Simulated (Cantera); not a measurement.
Equilibrium for thermal oxidation and active oxidation of silicon: Si + N2O + H2

Input: 1 mol Si, 0.36 mol N2O, 47 mol H2, at 13.3 mbar.

Cantera equilibrium calculation (NASA polynomials, part measured and part estimated; ideal gas, pure solids and liquids). Candidate condensed phases: H2O, Si, SiO2, Si2N2O, Si3N4; 35 gas species. Mutual solubility and eutectic melting of coexisting phases are not modelled. The tables' values for SiN are old estimates; treat these amounts as uncertain. Gases not in the tables: Si2H6 and higher silanes. The numbers say what is thermodynamically allowed, not how fast it happens.

| T (K) | x H2 | x H | x SiO | x N2 | x Si | x SiH | x SiH2 | x Si2 | n Si(s) | n Si2N2O(s) | n Si(l) |
|---|---|---|---|---|---|---|---|---|---|---|---|
| 1423 | 1.000 | 5.75e-5 | 8.04e-5 | 8.04e-5 | 1.15e-7 | 5.93e-8 | 5.26e-7 | 8.20e-11 | 0.284 | 0.356 | 0 |
| 1473 | 0.999 | 0.000110 | 0.000262 | 0.000262 | 4.11e-7 | 1.70e-7 | 1.05e-6 | 4.31e-10 | 0.292 | 0.348 | 0 |
| 1523 | 0.998 | 0.000200 | 0.000791 | 0.000791 | 1.35e-6 | 4.56e-7 | 2.00e-6 | 2.03e-9 | 0.317 | 0.323 | 0 |
| 1573 | 0.995 | 0.000351 | 0.00222 | 0.00222 | 4.12e-6 | 1.14e-6 | 3.65e-6 | 8.66e-9 | 0.384 | 0.255 | 0 |
| 1623 | 0.988 | 0.000595 | 0.00582 | 0.00582 | 1.17e-5 | 2.70e-6 | 6.39e-6 | 3.37e-8 | 0.556 | 0.0829 | 0 |
| 1673 | 0.984 | 0.000978 | 0.00754 | 0.00754 | 3.13e-5 | 6.07e-6 | 1.08e-5 | 1.21e-7 | 0.638 | 0 | 0 |
| 1723 | 0.983 | 0.00157 | 0.00754 | 0.00754 | 7.38e-5 | 1.21e-5 | 1.67e-5 | 3.49e-7 | 0 | 0 | 0.635 |
| 1773 | 0.982 | 0.00244 | 0.00753 | 0.00753 | 0.000160 | 2.26e-5 | 2.42e-5 | 8.89e-7 | 0 | 0 | 0.630 |
| 1823 | 0.981 | 0.00372 | 0.00753 | 0.00753 | 0.000332 | 4.05e-5 | 3.44e-5 | 2.15e-6 | 0 | 0 | 0.620 |
| 1873 | 0.979 | 0.00553 | 0.00752 | 0.00751 | 0.000661 | 7.04e-5 | 4.80e-5 | 4.94e-6 | 0 | 0 | 0.602 |
| 1923 | 0.975 | 0.00806 | 0.00750 | 0.00750 | 0.00127 | 0.000119 | 6.57e-5 | 1.09e-5 | 0 | 0 | 0.568 |
| 1973 | 0.971 | 0.0115 | 0.00748 | 0.00747 | 0.00237 | 0.000195 | 8.82e-5 | 2.30e-5 | 0 | 0 | 0.508 |
| 2023 | 0.964 | 0.0162 | 0.00745 | 0.00744 | 0.00427 | 0.000311 | 0.000117 | 4.67e-5 | 0 | 0 | 0.405 |
x: gas mole fraction; n: condensed amount in mol.

From 1423 K to 1623 K the condensed part is Si(s) + Si2N2O(s). At 1673 K the condensed part is Si(s). From 1723 K to 2023 K the condensed part is Si(l). The main Si-bearing gas is SiO throughout. The share of Si in condensed phases is highest at 1423 K (99.6 %) and lowest at 2023 K (40.5 %).
